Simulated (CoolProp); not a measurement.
Computed with CoolProp (reference Helmholtz-energy equation of state, Span 2000).

Give the vapour pressure (bar), vapour density (kg/m³), enthalpy of vaporisation (kJ/kg), liquid cp (kJ/(kg K)) of saturated nitrogen at -156.65 °C.


| T (°C) | p (bar) | vapour density (kg/m³) | enthalpy of vaporisation (kJ/kg) | liquid cp (kJ/(kg K)) |
|---|---|---|---|---|
| -156.65 | 21.0 | 96.8 | 110 | 3.49 |
